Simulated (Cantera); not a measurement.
An isothermal, constant-pressure homogeneous reactor starts with N2O = 6 (molar parts), at 1525 K and 160000 Pa.

Detailed kinetics in Cantera: GRI-Mech 3.0 (53 species, 325 reactions). GRI-Mech 3.0 was tuned for natural gas; its chemistry of N2O as a main component is partial and can be far from experiment. The temperature is held fixed by assumption; the heat of reaction is taken as removed at once.

x: mole fraction; the columns are a selection and need not sum to one.

```json
[
 {"t (s)": "0.000500", "x N2O": "0.920", "x O": "8.24e-5", "x O2": "0.0197", "x NO": "0.0138", "x N2": "0.0464", "x NO2": "8.35e-5"},
 {"t (s)": "0.00194", "x N2O": "?", "x O": "7.71e-5", "x O2": "?", "x NO": "?", "x N2": "?", "x NO2": "?"},
 {"t (s)": "0.00753", "x N2O": "0.358", "x O": "5.85e-5", "x O2": "0.162", "x NO": "0.103", "x N2": "0.377", "x NO2": "0.000992"},
 {"t (s)": "0.0292", "x N2O": "0.0543", "x O": "1.94e-5", "x O2": "0.248", "x NO": "0.133", "x N2": "0.564", "x NO2": "0.00125"},
 {"t (s)": "0.113", "x N2O": "0.000324", "x O": "2.48e-6", "x O2": "0.266", "x NO": "0.133", "x N2": "0.600", "x NO2": "0.000951"},
 {"t (s)": "0.441", "x N2O": "6.20e-6", "x O": "2.33e-6", "x O2": "0.266", "x NO": "0.133", "x N2": "0.600", "x NO2": "0.000937"},
 {"t (s)": "1.71", "x N2O": "6.11e-6", "x O": "2.33e-6", "x O2": "0.267", "x NO": "0.132", "x N2": "0.601", "x NO2": "0.000931"},
 {"t (s)": "6.64", "x N2O": "5.78e-6", "x O": "2.34e-6", "x O2": "0.269", "x NO": "0.128", "x N2": "0.602", "x NO2": "0.000908"},
 {"t (s)": "25.8", "x N2O": "?", "x O": "2.37e-6", "x O2": "0.275", "x NO": "?", "x N2": "0.609", "x NO2": "?"},
 {"t (s)": "100", "x N2O": "2.52e-6", "x O": "2.43e-6", "x O2": "0.291", "x NO": "0.0836", "x N2": "0.625", "x NO2": "0.000617"}
]
```

Question: What belongs in the gaps?

Answer: 
- 0.00194, x N2O: 0.735
- 0.00194, x O2: 0.0656
- 0.00194, x NO: 0.0448
- 0.00194, x N2: 0.154
- 0.00194, x NO2: 0.000397
- 25.8, x N2O: 4.73e-6
- 25.8, x NO: 0.116
- 25.8, x NO2: 0.000830
